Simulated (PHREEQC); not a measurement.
Consider water at 54 °C with 0.011 mol/kgw CuCl2 and 5.3e-05 mol/kgw HBF4. Closed to the air; pH follows from the charge balance.

Equilibrium calculation in PHREEQC: ion-association model, wateq4f.dat.

This is a speciation only: nothing precipitates in the calculation.

**Question.** Predict the pH.

**Answer.** pH 3.83.

**Question.** In which forms is F present?

**Answer.** F- 70 %, HF 22 %, CuF+ 8.3 % of the F.

Constants without temperature data keep their 25 °C values here. Real BF4- forms and hydrolyses slowly; the run takes it at equilibrium.
